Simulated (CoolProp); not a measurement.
A single-stage vapour-compression cycle with n-perfluoropentane: evaporating at 273.15 K (dew point), condensing at 297.15 K (bubble point), superheat 10 K, subcooling 8 K, compressor efficiency 0.7, no pressure losses. Each further row changes one setting.

Computed with CoolProp (reference Helmholtz-energy equation of state, Gao 2022).

| case | cooling COP | pressure ratio | discharge temperature (K) | refrigerating effect (kJ/kg) | volumetric capacity (kJ/m³) |
|---|---|---|---|---|---|
| as stated | 7.70 | 2.77 | 299.0 | 90.3 | 338 |
| evaporating temperature 278.15 K | 10.2 | 2.20 | 300.5 | 94.1 | 438 |
| condensing temperature 292.15 K | 10.1 | 2.28 | 295.9 | 95.4 | 358 |
| subcooling 13 K | 8.14 | 2.77 | 299.0 | 95.4 | 358 |
| superheat 20 K | 8.06 | 2.77 | 309.2 | 98.2 | 355 |
| compressor efficiency 0.6 | 6.60 | 2.77 | 301.4 | 90.3 | 338 |
